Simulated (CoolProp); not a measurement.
Properties of C2F6 (R116) along the isotherm 425 K.

Computed with CoolProp (reference Helmholtz-energy equation of state, Lemmon 2006). It is a short technical equation, of lower accuracy than the large ones.

| p (bar) | phase | Z | cp (kJ/(kg K)) | expansivity (1/kK) | conductivity (mW/(m K)) |
|---|---|---|---|---|---|
| 10.2 | gas | 0.9728 | (withheld) | 2.655 | 25.0 |
| 20.3 | gas | 0.9471 | 0.9725 | 2.986 | 25.3 |
| 30.5 | supercritical | 0.9226 | 0.9935 | 3.346 | 25.8 |
| 40.6 | supercritical | 0.9002 | 1.016 | 3.717 | (withheld) |
| 50.8 | supercritical | 0.8799 | 1.041 | 4.091 | 27.1 |
| 61 | supercritical | 0.8623 | 1.066 | 4.441 | 28.0 |
| 71.1 | supercritical | 0.8482 | 1.091 | 4.742 | 28.9 |
| 81.3 | supercritical | 0.8375 | 1.114 | (withheld) | 29.9 |
| 91.4 | supercritical | 0.8309 | 1.133 | 5.126 | 31.0 |
| 102 | supercritical | 0.8283 | 1.150 | 5.185 | 32.2 |
| 112 | supercritical | 0.8298 | (withheld) | 5.154 | 33.3 |
| 122 | supercritical | 0.8350 | 1.169 | 5.054 | (withheld) |
| 132 | supercritical | 0.8435 | 1.173 | 4.904 | 35.5 |
| 142 | supercritical | (withheld) | 1.175 | 4.723 | 36.6 |
| 152 | supercritical | 0.8686 | 1.175 | 4.529 | 37.6 |

**Question.** Complete the blanks.

**Answer.** 
- 10.2, cp (kJ/(kg K)): 0.9543
- 40.6, conductivity (mW/(m K)): 26.4
- 81.3, expansivity (1/kK): 4.977
- 112, cp (kJ/(kg K)): 1.161
- 122, conductivity (mW/(m K)): 34.4
- 142, Z: 0.8548

Thermal conductivity comes from a separate model (Huber 2003), an estimate that may be off by 10 % or more.
